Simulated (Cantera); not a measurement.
An isothermal, constant-pressure homogeneous reactor starts with C2H6 : N2 : H2O = 1 : 1.1 : 0.0042 (molar parts), at 1125 K and 29.3 Torr.

Model: GRI-Mech 3.0 (53 species, 325 reactions), integrated in Cantera. GRI-Mech 3.0 stops at C3 and has no aromatics, soot or wall deposition, so with more carbon than oxygen in the feed, carbon stays in small species such as C2H2 where larger ones or solid carbon would form. Radical loss at walls, strong at low pressure, is not modelled.

Predict: x(C2H6) at 70.0 s; x(CH3) at 70.0 s; x(C2H4) at 70.0 s; x(CH4) at 70.0 s.


| Property | Result |
|---|---|
| x(C2H6) at 70.0 s | 0.000590 (gas-phase equilibrium 0.000136) |
| x(CH3) at 70.0 s | 2.84e-6 (gas-phase equilibrium 2.26e-6) |
| x(C2H4) at 70.0 s | 0.107 (gas-phase equilibrium 0.0412) |
| x(CH4) at 70.0 s | 0.0578 (gas-phase equilibrium 0.249) |
